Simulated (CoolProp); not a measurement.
Vapour-liquid equilibrium of p-xylene (1) + n-decane (2) at 56.9 kPa; x and y are mole fractions of (1).

The numbers come from the multi-fluid Helmholtz-energy mixture model, Zhou 2012 and Lemmon 2006; pair parameters Bell 2016 in CoolProp.

```
x     bubble temperature, mixture model (°C)  bubble temperature, Raoult's law (°C)  y, mixture model  y, Raoult's law
----  --------------------------------------  -------------------------------------  ----------------  ---------------
0.05                                   149.8                                  150.1        (withheld)            0.121
0.2                               (withheld)                                  142.9             0.405            0.402
0.35                              (withheld)                                  136.8             0.596            0.598
0.5                                    130.8                                  131.5             0.732            0.739
0.65                              (withheld)                                  126.9        (withheld)            0.843
0.8                               (withheld)                                  122.8        (withheld)            0.922
0.95                                   119.1                                  119.1        (withheld)            0.983
```

Complete the blanks.


- 0.05, y, mixture model: 0.124
- 0.2, bubble temperature, mixture model (°C): 142.2
- 0.35, bubble temperature, mixture model (°C): 136.0
- 0.65, bubble temperature, mixture model (°C): 126.4
- 0.65, y, mixture model: 0.834
- 0.8, bubble temperature, mixture model (°C): 122.5
- 0.8, y, mixture model: 0.915
- 0.95, y, mixture model: 0.980

The largest gap from Raoult's law is -0.8 K in bubble temperature, at x = 0.35. No azeotrope shows between x = 0.05 and 0.95.

Pair parameters are fitted to limited data, so mixtures are less certain than the pure fluids.
